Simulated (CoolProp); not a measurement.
The fluid at 293.15 K and 0.27 MPa (gas) is heated at constant pressure to 417 K. The same conditions are run with several fluids, on thermodynamics alone (safety and materials aside).

Values from CoolProp's reference Helmholtz-energy equation of state of each fluid (C3F8 (R218): Lemmon 2006; R507A: Lemmon 2003; chlorine: Thol 2021; oxygen: Schmidt 1985; C2F6 (R116): Lemmon 2006). Blends and air are pseudo-pure fits.

Q: Rank C3F8 (R218), R507A, chlorine, oxygen, C2F6 (R116) by heat (kJ/kg), highest first.

A: R507A (121), oxygen (116), C3F8 (R218) (109), C2F6 (R116) (106), chlorine (63.0)

```
fluid        final density (kg/m³)
-----------  ---------------------
C3F8 (R218)                   14.9
R507A                         7.80
chlorine                      5.59
oxygen                        2.49
C2F6 (R116)                   10.8
```

Above 300 K oxygen's equation is extrapolated.
